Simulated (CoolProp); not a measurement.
Vapour-liquid equilibrium of n-perfluoropentane (1) + n-pentane (2) at 73.15 °C; x and y are mole fractions of (1).

Model: multi-fluid Helmholtz-energy mixture model, Gao 2022 and Thol 2019; pair parameters Bell 2016, in CoolProp.

```
x     bubble pressure, mixture model (bar)  bubble pressure, Raoult's law (bar)  y, mixture model  y, Raoult's law
----  ------------------------------------  -----------------------------------  ----------------  ---------------
0.05                                 3.887                                3.129                 ?            0.064
0.2                                  4.928                                3.264             0.427            0.244
0.35                                     ?                                3.399                 ?            0.410
0.5                                  5.266                                3.534                 ?            0.564
0.65                                     ?                                3.669                 ?            0.706
0.8                                  4.948                                3.804             0.691            0.838
0.95                                     ?                                3.938             0.894            0.961
```

Problem. Complete the blanks.

Solution. 
- 0.05, y, mixture model: 0.222
- 0.35, bubble pressure, mixture model (bar): 5.187
- 0.35, y, mixture model: 0.484
- 0.5, y, mixture model: 0.525
- 0.65, bubble pressure, mixture model (bar): 5.223
- 0.65, y, mixture model: 0.584
- 0.95, bubble pressure, mixture model (bar): 4.296

The largest gap from Raoult's law is +52.6 % in bubble pressure, at x = 0.35. y crosses x between x = 0.5 and 0.65: the model has an azeotrope there.

Pair parameters are fitted to limited data, so mixtures are less certain than the pure fluids. With so large a gap from Raoult's law the liquid may split in two, which this calculation doesn't test in full.
